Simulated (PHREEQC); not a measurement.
Consider water at 25 °C with 1.3 mmol/kgw H2SO4 and 30 mmol/kgw MnSO4. Closed to the air; pH follows from the charge balance.

All values are PHREEQC results (ion-association model, wateq4f.dat), not measurements.

- pH = 2.92
- ionic strength = 0.0775 mol/kgw
- total alkalinity = -2.60 meq/kg

```tsv
species	molality	activity	log γ
SO4-2	0.0191	0.00774	-0.393
Mn+2	0.0190	0.00816	-0.367
MnSO4	0.0110	0.0112	0.008
H+	0.00145	0.00121	-0.078
HSO4-	0.00115	0.000912	-0.101
```

No solid was allowed to form. Species that the database lacks are ignored.
